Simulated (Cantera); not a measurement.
## Reactions in the system F-N-O

Source: NASA polynomial tables (part measured, part estimated), evaluated in Cantera. Values are per mole of reaction as written; species without (g) are pure solids or liquids, kept so even where they would boil at 1 bar.

9 F(g) + 3 NO(g) = O₃(g) + 3 NF₃(g)

```csv
T (K),ΔH° (kJ),ΔS° (J/K),ΔG° (kJ),log10 K
1323,-1258.2,-1081.5,172.7,-6.82
1373,-1257.6,-1081.1,226.8,-8.63
1423,-1257.1,-1080.7,280.8,-10.31
1473,-1256.4,-1080.3,334.8,-11.87
1523,-1255.7,-1079.8,388.8,-13.34
1573,-1255.0,-1079.3,442.8,-14.70
1623,-1254.1,-1078.8,496.8,-15.99
1673,-1253.2,-1078.2,550.7,-17.19
1723,-1252.3,-1077.7,604.6,-18.33
```
